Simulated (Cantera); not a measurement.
Input: 1 mol C₂F₆, 0.8 mol HCl, at 2198.15 K and 0.0220 bar.

Cantera equilibrium calculation (NASA polynomials, part measured and part estimated; ideal gas, pure solids and liquids). The feed counts by its element totals alone. Gases not in the tables: C₂F₆ and larger saturated fluorocarbons. Rates play no part.

```tsv
species	before	after
CF₄	0.269	0.605
CF₂	0.173	0.259
F	0.0794	0.0973
HF	0.234	0.00982
Cl	0.233	0.00977
CF₃	0.00949	0.0175
HCl	0.000807	1.16e-6
Cl₂	0.000549	9.69e-7
ClF	0.000329	1.69e-5
CClF₃	0.000422	3.26e-5
C₂F₄	7.18e-6	1.62e-5
CF	0.000894	0.00110
C(graphite), mol	0.463	0.291
```
Gas species are given as mole fractions.

### Question
Name the change that produced these shifts.
A) temperature from 2198.15 K to 3423 K
B) C₂F₆ replaced by c-C₄F₈
C) HCl from 0.8 to 0.019 mol
D) 0.17 mol CH₄ added

### Answer
C, HCl from 0.8 to 0.019 mol. The tables' values for C₂F₄ are old estimates; treat these amounts as uncertain
